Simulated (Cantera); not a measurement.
A closed system holds: 1 mol CO, 0.15 mol H₂O, 11 mol H₂, at 11.0 Pa.

These are equilibrium values from Cantera (NASA tables, ideal gas, pure condensed phases), not measurements of a reactor. Candidate condensed phases: C, C₆H₆, C₇H₈, C₈H₁₈, H₂O; 131 gas species. Ions and electrons are included (thermal ionisation). Equilibrium is a limit: real reactors are often held back by kinetics, nucleation or transport. All values below are at 4500 K.

Base state: H 0.927, O 0.0317, C 0.0253, CO 0.0161, e- 0.000188, C+ 0.000175, H+ 1.19e-5 (mole fractions); condensed: gas only.

**Question.** What changes in the equilibrium state with this change: pressure from 11.0 Pa to 1.33 mbar?

**Answer.** 
| species | before | after |
|---|---|---|
| H | 0.927 | 0.942 |
| CO | 0.0161 | 0.0333 |
| O | 0.0317 | 0.0153 |
| C | 0.0253 | 0.00892 |
| H₂ | 7.90e-6 | 9.90e-5 |
| C+ | 0.000175 | 2.82e-5 |
| e- | 0.000188 | 3.41e-5 |

**Question.** What changes in the equilibrium state with this change: H₂O from 0.15 to 0.93 mol?

**Answer.** 
```tsv
species	before	after
H	0.927	0.908
O	0.0317	0.0537
CO	0.0161	0.0197
C	0.0253	0.0182
C+	0.000175	0.000147
e-	0.000188	0.000162
H+	1.19e-5	1.36e-5
```
